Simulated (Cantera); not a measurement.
A closed system holds: 1 mol PbO, 7.2 mol CO, 30 mol H₂, equilibrated at 10.0 Torr.

Equilibrium computed with Cantera from the NASA thermochemical tables; the gas is ideal and each condensed phase is pure. Candidate condensed phases: C, C₆H₆, C₇H₈, C₈H₁₈, H₂O, Pb, PbO, PbO₂, Pb₃O₄; 113 gas species. Equilibrium is a limit: real reactors are often held back by kinetics, nucleation or transport.

Task: Which condensed phases are stable at each of these points (T (°C)): 775, 875, 975, 1075, 1175, 1275, 1375?

Result: 
```json
[
 {"T (°C)": "775", "condensed phases": "Pb(l)", "Pb condensed (%)": "87.5"},
 {"T (°C)": "875", "condensed phases": "Pb(l)", "Pb condensed (%)": "20.1"},
 {"T (°C)": "975", "condensed phases": "gas only", "Pb condensed (%)": "0.0"},
 {"T (°C)": "1075", "condensed phases": "gas only", "Pb condensed (%)": "0.0"},
 {"T (°C)": "1175", "condensed phases": "gas only", "Pb condensed (%)": "0.0"},
 {"T (°C)": "1275", "condensed phases": "gas only", "Pb condensed (%)": "0.0"},
 {"T (°C)": "1375", "condensed phases": "gas only", "Pb condensed (%)": "0.0"}
]
```

From 775 °C to 875 °C the condensed part is Pb(l). From 975 °C to 1375 °C nothing is condensed.
